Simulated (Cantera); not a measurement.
Feed: 1 mol Si, 0.19 mol N2O, 3.1 mol H2, held at 13.3 mbar.

Method: chemical equilibrium by Gibbs-energy minimisation in Cantera with the NASA 1993 tables (ideal gas, pure condensed phases). Candidate condensed phases: H2O, Si, SiO2, Si2N2O, Si3N4; 35 gas species. Mutual solubility and eutectic melting of coexisting phases are not modelled. Gases not in the tables: Si2H6 and higher silanes. Equilibrium is a limit: real reactors are often held back by kinetics, nucleation or transport.

**Question.** Which condensed phases are stable at each of these points (T (K)): 1100, 1175, 1250, 1325, 1400, 1475, 1550, 1625, 1700, 1775, 1850?

**Answer.** 
```csv
T (K),condensed phases,Si condensed (%)
1100,Si(s) + Si2N2O(s),100.0
1175,Si(s) + Si2N2O(s),100.0
1250,Si(s) + Si2N2O(s),100.0
1325,Si(s) + Si2N2O(s),100.0
1400,Si(s) + Si2N2O(s),100.0
1475,Si(s) + Si2N2O(s),99.9
1550,Si(s) + Si2N2O(s),99.6
1625,Si(s) + Si2N2O(s),98.1
1700,Si(l) + Si2N2O(s),92.4
1775,Si(l),80.9
1850,Si(l),80.8
```

From 1100 K to 1625 K the condensed part is Si(s) + Si2N2O(s). At 1700 K the condensed part is Si(l) + Si2N2O(s). From 1775 K to 1850 K the condensed part is Si(l).
